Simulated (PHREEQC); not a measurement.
Dissolve 0.035 mol KH2PO4, 0.00015 mol HNO3 and 1e-05 mol H4SiO4 per kg of water at 61 °C. Closed to the air; pH follows from the charge balance.

Model: ion-association model, phreeqc.dat, run in PHREEQC.

Precipitation was switched off in this run.

Question: What pH does the model give?

Answer: pH 4.43.

Away from 25 °C the constants follow the database's enthalpies or fits; those with neither stay at their 25 °C values.
